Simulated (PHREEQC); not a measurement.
Consider water at 25 °C with 27 mmol/kgw HF, 14.2 mmol/kgw NH4HF2 and 0.14 mmol/kgw H2SiF6. Closed to the air; pH follows from the charge balance.

All values are PHREEQC results (ion-association model, wateq4f.dat), not measurements.

This is a speciation only: nothing precipitates in the calculation.

Q: Estimate the pH, ionic strength.

A: pH 2.76; ionic strength 0.0163 mol/kgw.

Q: In which forms is F present?

A: HF 57 %, F- 25 %, H2F2 9.7 %, HF2- 6.2 %, SiF6-2 1.5 % of the F.

Species that the database lacks are ignored. wateq4f.dat counts part of the HF as a dimer, H2F2, which phreeqc.dat doesn't know; its constant is uncertain. SiF6-2 is the database's only silicon fluoride.
